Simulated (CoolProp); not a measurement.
Vapour-liquid equilibrium of diethyl ether (1) + acetone (2) at 367.7 K; x and y are mole fractions of (1).

Computed with CoolProp (multi-fluid Helmholtz-energy mixture model, Thol 2014 and Lemmon 2006; pair parameters Bell 2016).

```json
[
 {"x": "0.05", "bubble pressure, mixture model (bar)": "3.456", "bubble pressure, Raoult's law (bar)": "3.356", "y, mixture model": "(withheld)", "y, Raoult's law": "0.086"},
 {"x": "0.15", "bubble pressure, mixture model (bar)": "(withheld)", "bubble pressure, Raoult's law (bar)": "3.609", "y, mixture model": "0.278", "y, Raoult's law": "0.240"},
 {"x": "0.25", "bubble pressure, mixture model (bar)": "(withheld)", "bubble pressure, Raoult's law (bar)": "3.863", "y, mixture model": "0.410", "y, Raoult's law": "0.373"},
 {"x": "0.35", "bubble pressure, mixture model (bar)": "4.663", "bubble pressure, Raoult's law (bar)": "4.116", "y, mixture model": "0.515", "y, Raoult's law": "0.490"},
 {"x": "0.45", "bubble pressure, mixture model (bar)": "4.970", "bubble pressure, Raoult's law (bar)": "4.370", "y, mixture model": "0.599", "y, Raoult's law": "0.594"},
 {"x": "0.55", "bubble pressure, mixture model (bar)": "5.225", "bubble pressure, Raoult's law (bar)": "4.623", "y, mixture model": "0.672", "y, Raoult's law": "0.686"},
 {"x": "0.65", "bubble pressure, mixture model (bar)": "5.432", "bubble pressure, Raoult's law (bar)": "4.877", "y, mixture model": "0.737", "y, Raoult's law": "0.768"},
 {"x": "0.75", "bubble pressure, mixture model (bar)": "(withheld)", "bubble pressure, Raoult's law (bar)": "5.131", "y, mixture model": "0.802", "y, Raoult's law": "0.843"},
 {"x": "0.85", "bubble pressure, mixture model (bar)": "5.711", "bubble pressure, Raoult's law (bar)": "5.384", "y, mixture model": "0.870", "y, Raoult's law": "0.910"},
 {"x": "0.95", "bubble pressure, mixture model (bar)": "5.768", "bubble pressure, Raoult's law (bar)": "5.638", "y, mixture model": "0.951", "y, Raoult's law": "0.971"}
]
```

What belongs in the gaps?


- 0.05, y, mixture model: 0.105
- 0.15, bubble pressure, mixture model (bar): 3.898
- 0.25, bubble pressure, mixture model (bar): 4.305
- 0.75, bubble pressure, mixture model (bar): 5.595

The largest gap from Raoult's law is +13.7 % in bubble pressure, at x = 0.45. No azeotrope shows between x = 0.05 and 0.95.

The pair parameters rest on a limited set of measurements; away from them the model extrapolates.
